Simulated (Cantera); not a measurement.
Predominance diagram of Ca at 675 K against the partial pressures of O₂ and F₂ (log10, bar). Source: NASA polynomial tables (part measured, part estimated), evaluated in Cantera. Candidates: Ca(s), CaF₂(s), CaO(s). Only these pure phases compete in this equilibrium. Not in the tables: oxide halides.

```
log p(F₂) \ log p(O₂)
        columns: -22, -20.8, -19.7, -18.6, -17.4, -16.2, -15.1, -14, -12.8, -11.6, -10.5, -9.4, -8.2, -7, -5.9, -4.8, -3.6, -2.5, -1.3, -0.2, 1
      0  A A A A A A A A A A A A A A A A A A A A A
   -3.4  A A A A A A A A A A A A A A A A A A A A A
   -6.7  A A A A A A A A A A A A A A A A A A A A A
  -10.1  A A A A A A A A A A A A A A A A A A A A A
  -13.4  A A A A A A A A A A A A A A A A A A A A A
  -16.8  A A A A A A A A A A A A A A A A A A A A A
  -20.1  A A A A A A A A A A A A A A A A A A A A A
  -23.5  A A A A A A A A A A A A A A A A A A A A A
  -26.9  A A A A A A A A A A A A A A A A A A A A A
  -30.2  A A A A A A A A A A A A A A A A A A A A A
  -33.6  A A A A A A A A A A A A A A A A A A A A A
  -36.9  A A A A A A A A A A A A A A A A A A A A A
  -40.3  A A A A A A A A A A A A A A A A A A A A A
  -43.6  A A A A A A A A A A A A A A A A A B B B B
    -47  A A A A A A A A A A A B B B B B B B B B B
```

A: CaF₂(s); B: CaO(s).
